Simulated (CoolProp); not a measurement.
Ethylene at 298.15 K and 4.23 MPa is throttled through a valve to 2.86 MPa with no heat exchange. Each further row changes one setting.

The numbers come from the reference Helmholtz-energy equation of state, Smukala 2000 in CoolProp.

```csv
case,temperature change (K),final density (kg/m³)
as stated,-16.7,44.6
outlet pressure 0.858 MPa,-45.9,12.6
outlet pressure 3.72 MPa,-5.9,59.1
```
